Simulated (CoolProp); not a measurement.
A single-stage vapour-compression cycle with the fluid: evaporating at 327.15 K (dew point), condensing at 369.15 K (bubble point), superheat 5 K, subcooling 0 K, compressor efficiency 0.65, no pressure losses. The same conditions are run with several fluids, on thermodynamics alone (safety and materials aside).

Model: reference Helmholtz-energy equation of state of each fluid (cyclopentane: Gedanitz 2015; R113: Marx 1992; R1336mzz(E): Akasaka 2023; R1336mzz(Z): McLinden 2020; hexamethyldisiloxane (MM): Thol 2016; trans-2-butene: Lemmon 2005), in CoolProp.

| fluid | cooling COP | pressure ratio | discharge temperature (K) | refrigerating effect (kJ/kg) | volumetric capacity (kJ/m³) |
|---|---|---|---|---|---|
| cyclopentane | 4.36 | 3.21 | 383.8 | 305 | 951 |
| R113 | 4.16 | 3.18 | 373.1 | 105 | 929 |
| R1336mzz(E) | 3.40 | 2.84 | 372.6 | 74.4 | 2480 |
| R1336mzz(Z) | 3.86 | 3.16 | 369.2 | 103 | 1350 |
| hexamethyldisiloxane (MM) | 3.81 | 4.29 | 369.1 | 138 | 171 |
| trans-2-butene | 3.92 | 2.60 | 379.5 | 246 | 3050 |

The compression ends wet for: hexamethyldisiloxane (MM).
